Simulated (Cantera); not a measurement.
A closed system holds: 1 mol HMDSO, 2.9 mol O2, 9.8 mol N2, at 75.0 Torr.

Method: chemical equilibrium by Gibbs-energy minimisation in Cantera with the NASA 1993 tables (ideal gas, pure condensed phases). Candidate condensed phases: C, C6H6, C7H8, C8H18, H2O, Si, SiC, SiO2, Si2N2O, Si3N4; 151 gas species. The feed counts by its element totals alone. N2 is the only nitrogen source here; it is nearly inert below about 1500 K, so the nitride shown seldom forms there in practice. Mutual solubility and eutectic melting of coexisting phases are not modelled. The tables hold silica as quartz up to 1696 K and as liquid above; real silica turns to tridymite and cristobalite and melts near 1996 K. Gases not in the tables: Si2H6 and higher silanes. Kinetics and transport are ignored.

Task: Which condensed phases are stable at each of these points (T (°C)): 350, 500, 650, 800, 950, 1100, 1250, 1400, 1550, 1700, 1850?

Result: 
```csv
T (°C),condensed phases,Si condensed (%)
350,C(graphite) + SiO2(α-quartz),100.0
500,C(graphite) + SiO2(α-quartz),100.0
650,C(graphite) + SiO2(β-quartz),100.0
800,C(graphite) + SiO2(β-quartz),100.0
950,C(graphite) + SiO2(β-quartz),100.0
1100,C(graphite) + Si2N2O(s),100.0
1250,C(graphite) + Si2N2O(s),99.9
1400,C(graphite) + Si2N2O(s),99.0
1550,SiC(s) + Si2N2O(s),79.3
1700,SiC(s),29.3
1850,SiC(s),28.1
```

From 350 °C to 500 °C the condensed part is C(graphite) + SiO2(α-quartz). From 650 °C to 950 °C the condensed part is C(graphite) + SiO2(β-quartz). From 1100 °C to 1400 °C the condensed part is C(graphite) + Si2N2O(s). At 1550 °C the condensed part is SiC(s) + Si2N2O(s). From 1700 °C to 1850 °C the condensed part is SiC(s).
